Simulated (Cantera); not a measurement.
Input: 1 mol B2O3, 0.26 mol NH3, 9.6 mol H2, at 0.0480 bar.

Equilibrium computed with Cantera from the NASA thermochemical tables; the gas is ideal and each condensed phase is pure. Candidate condensed phases: B, BN, B2O3, B3O3H3, H2O; 39 gas species. Mutual solubility and eutectic melting of coexisting phases are not modelled. Kinetics and transport are ignored.

log p: log10 of the partial pressure in bar; n: condensed amount in mol.

| T (K) | log p H2 | log p B2O3 | log p HBO2 | log p HBO | log p N2 | n BN(s) | n B2O3(l) |
|---|---|---|---|---|---|---|---|
| 1173 | -1.32 | -8.43 | -5.47 | -6.75 | -3.22 | 0.00530 | 0.997 |
| 1248 | -1.32 | [?] | [?] | [?] | -3.22 | 0.00549 | 0.996 |
| 1323 | -1.32 | -6.46 | -4.63 | -5.29 | -3.22 | 0.00602 | 0.994 |
| 1398 | -1.33 | -5.64 | -4.28 | -4.68 | -3.22 | 0.00674 | 0.988 |
| 1473 | -1.33 | [?] | [?] | [?] | -3.22 | 0.00655 | 0.975 |
| 1548 | -1.33 | -4.25 | -3.70 | -3.64 | -3.21 | 0.00133 | 0.940 |
| 1623 | -1.34 | -3.66 | -3.34 | -3.31 | -3.22 | 0 | 0.845 |
| 1698 | -1.35 | -3.12 | -3.01 | -3.03 | -3.23 | 0 | 0.603 |
| 1773 | -1.39 | -2.64 | -2.72 | -2.80 | -3.25 | 0 | 0 |
| 1848 | -1.39 | -2.67 | -2.70 | -2.76 | -3.25 | 0 | 0 |
| 1923 | -1.39 | -2.69 | -2.68 | -2.74 | -3.25 | 0 | 0 |

Q: What belongs in the gaps?

A: 
- 1473, log p B2O3: -4.91
- 1473, log p HBO2: -3.97
- 1473, log p HBO: -4.13
- 1248, log p B2O3: -7.38
- 1248, log p HBO2: -5.02
- 1248, log p HBO: -5.97
